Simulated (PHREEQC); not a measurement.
PHREEQC input (ion-association model, wateq4f.dat):

```
SOLUTION 1
  temp 20
  units mol/kgw
  pH 7 charge
END
SELECTED_OUTPUT 1
  -reset false
  -pH true
  -pe true
  -ionic_strength true
  -water true
  -totals Ag Cl I K
  -molalities H+ Ag+ Cl- I- K+ O2 OH- AgCl AgCl2- AgCl3-2
    AgCl4-3 AgI AgI2- AgOH Ag(OH)2- AgI3-2 AgI4-3
  -equilibrium_phases Cerargyrite Iodyrite Ag2O
PRINT
  -reset false
USE solution 1
REACTION 1
  KI 1
  0 0.00208 0.00417 0.00625 0.00833 0.0104 0.0125 0.0146 0.0167 0.0187 0.0208 0.0229 0.025 moles
EQUILIBRIUM_PHASES 1
  Cerargyrite 0 0.5
  Iodyrite 0 0
  Ag2O 0 0
  O2(g) -0.68 10
END
```

Selected output (columns that matter, 13 of 13 rows; KI added (mol) added in front):

```
KI added (mol)	pH	mu	Ag	Cl	I	K	m_H+	m_Ag+	m_Cl-	m_I-	m_K+	m_OH-	Cerargyrite	Iodyrite
0	7.0838	1.0769e-05	1.0914e-05	1.0914e-05	0	0	8.2774e-08	1.0686e-05	1.0686e-05	0	0	8.2645e-08	0.49999	0
0.00208	7.0833	0.0020801	3.3747e-07	0.0020803	8.781e-10	0.00208	8.6501e-08	6.0241e-08	0.00208	7.2161e-10	0.00208	8.65e-08	0.49792	0.00208
0.00417	7.0826	0.0041701	3.5802e-07	0.0041704	1.6026e-09	0.00417	8.8064e-08	3.1231e-08	0.0041699	1.4461e-09	0.00417	8.8064e-08	0.49583	0.00417
0.00625	7.082	0.0062501	3.9776e-07	0.0062504	2.323e-09	0.00625	8.9208e-08	2.1435e-08	0.0062499	2.1667e-09	0.00625	8.9208e-08	0.49375	0.00625
0.00833	7.0815	0.0083301	4.4255e-07	0.0083304	3.0429e-09	0.00833	9.0141e-08	1.6458e-08	0.0083298	2.8866e-09	0.00833	9.0141e-08	0.49167	0.00833
0.0104	7.0809	0.0104	4.893e-07	0.0104	3.7587e-09	0.0104	9.0938e-08	1.3444e-08	0.0104	3.6025e-09	0.0104	9.0938e-08	0.4896	0.0104
0.0125	7.0804	0.0125	5.3798e-07	0.012501	4.4844e-09	0.0125	9.1651e-08	1.1385e-08	0.0125	4.3282e-09	0.0125	9.1651e-08	0.4875	0.0125
0.0146	7.0799	0.0146	5.875e-07	0.014601	5.2094e-09	0.0146	9.2292e-08	9.9024e-09	0.0146	5.0533e-09	0.0146	9.2292e-08	0.4854	0.0146
0.0167	7.0794	0.0167	6.3767e-07	0.016701	5.9337e-09	0.0167	9.2877e-08	8.7828e-09	0.0167	5.7778e-09	0.0167	9.2876e-08	0.4833	0.0167
0.0187	7.079	0.0187	6.8595e-07	0.018701	6.623e-09	0.0187	9.3391e-08	7.9432e-09	0.0187	6.4671e-09	0.0187	9.3391e-08	0.4813	0.0187
0.0208	7.0785	0.0208	7.3711e-07	0.020801	7.3461e-09	0.0208	9.3893e-08	7.23e-09	0.020799	7.1903e-09	0.0208	9.3893e-08	0.4792	0.0208
0.0229	7.0781	0.0229	7.8871e-07	0.022901	8.0686e-09	0.0229	9.4364e-08	6.6431e-09	0.022899	7.9128e-09	0.0229	9.4364e-08	0.4771	0.0229
0.025	7.0777	0.025	8.4073e-07	0.025001	8.7904e-09	0.025	9.4806e-08	6.1513e-09	0.024999	8.6347e-09	0.025	9.4806e-08	0.475	0.025
```

Complexes and solids missing from the database can't appear.
